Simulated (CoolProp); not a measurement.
Saturated liquid density (kg/m³) of n-nonane: the reference equation beside estimates from Tc = 321.4 °C, pc = 2.282 MPa, ω = 0.443.

Computed with CoolProp (reference Helmholtz-energy equation of state, Lemmon 2006). It is a short technical equation, of lower accuracy than the large ones.

| T (°C) | reference | van der Waals | Redlich-Kwong | Soave-Redlich-Kwong |
|---|---|---|---|---|
| 83.45 | 667.1 | 365.0 | 537.3 | 567.6 |
| 90.15 | 661.6 | 362.2 | 532.4 | 563.4 |
| 96.85 | 656.1 | 359.3 | 527.4 | 559.1 |
| 103.55 | 650.4 | 356.4 | 522.4 | 554.6 |
| 110.25 | 644.8 | 353.4 | 517.2 | 550.0 |
| 116.95 | 639.0 | 350.3 | 511.8 | 545.2 |
| 123.65 | 633.2 | 347.2 | 506.4 | 540.3 |
| 130.35 | 627.3 | 344.1 | 500.8 | 535.2 |
| 137.05 | 621.4 | 340.9 | 495.1 | 530.0 |
| 143.75 | 615.4 | 337.6 | 489.3 | 524.5 |

Absolute difference from the reference over all 10 rows, mean and median: van der Waals 45.2 and 45.2 %, Redlich-Kwong 19.9 and 19.8 %, Soave-Redlich-Kwong 14.7 and 14.7 %.
